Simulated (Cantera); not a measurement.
A closed system holds: 1 mol trisilylamine, 0.93 mol NH₃, 73 mol N₂, 0.012 mol H₂O, equilibrated at 0.260 bar.

Equilibrium computed with Cantera from the NASA thermochemical tables; the gas is ideal and each condensed phase is pure. Candidate condensed phases: H₂O, Si, SiO₂, Si₂N₂O, Si₃N₄; 35 gas species. The feed counts by its element totals alone. Mutual solubility and eutectic melting of coexisting phases are not modelled. Rates play no part.

### Question
Which condensed phases are stable at each of these points (T (°C)): 677, 777, 877, 977, 1077, 1177, 1277, 1377, 1477, 1577, 1677?

### Answer
```
T (°C)      condensed phases  Si condensed (%)
------  --------------------  ----------------
677     Si₂N₂O(s) + Si₃N₄(s)             100.0
777     Si₂N₂O(s) + Si₃N₄(s)             100.0
877     Si₂N₂O(s) + Si₃N₄(s)             100.0
977     Si₂N₂O(s) + Si₃N₄(s)             100.0
1077    Si₂N₂O(s) + Si₃N₄(s)             100.0
1177    Si₂N₂O(s) + Si₃N₄(s)             100.0
1277    Si₂N₂O(s) + Si₃N₄(s)             100.0
1377    Si₂N₂O(s) + Si₃N₄(s)             100.0
1477    Si₂N₂O(s) + Si₃N₄(s)              99.6
1577                Si₃N₄(s)              99.6
1677                Si₃N₄(s)              99.4
```

From 677 °C to 1477 °C the condensed part is Si₂N₂O(s) + Si₃N₄(s). From 1577 °C to 1677 °C the condensed part is Si₃N₄(s).
